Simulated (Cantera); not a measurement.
Input (Python, Cantera):

```python
import numpy as np
import cantera as ct

gas = ct.Solution("gri30.yaml")


def delay(T, t_max=10):
    gas.TPX = T, 100000, {'CH4': 1, 'H2': 0.52, 'O2': 4.43, 'N2': 16.4}
    reactor = ct.IdealGasConstPressureReactor(gas, clone=False)
    net = ct.ReactorNet([reactor])
    net.rtol, net.atol = 1e-8, 1e-16
    while net.time < t_max:
        t_old, T_old = net.time, reactor.T
        net.step()
        if reactor.T > T + 400:  # ignition: a rise of 400 K
            return t_old + (T + 400 - T_old) / (reactor.T - T_old) * (net.time - t_old)
    return np.nan


taus = []
for T in [950, 1025, 1100, 1175, 1250, 1325, 1400, 1475]:
    taus.append(delay(T))
    print(f"T0 = {T:6g} K   tau = {taus[-1]:.4e} s")
```

Result:

```
T0 =    950 K   tau = 4.4919e-02 s
T0 =   1025 K   tau = 9.6582e-03 s
T0 =   1100 K   tau = 4.0552e-03 s
T0 =   1175 K   tau = 1.9750e-03 s
T0 =   1250 K   tau = 1.0361e-03 s
T0 =   1325 K   tau = 5.8109e-04 s
T0 =   1400 K   tau = 3.4796e-04 s
T0 =   1475 K   tau = 2.2102e-04 s
```

Model: GRI-Mech 3.0 (53 species, 325 reactions), integrated in Cantera. Below about 1000 K GRI-Mech 3.0 lacks low-temperature oxidation paths.
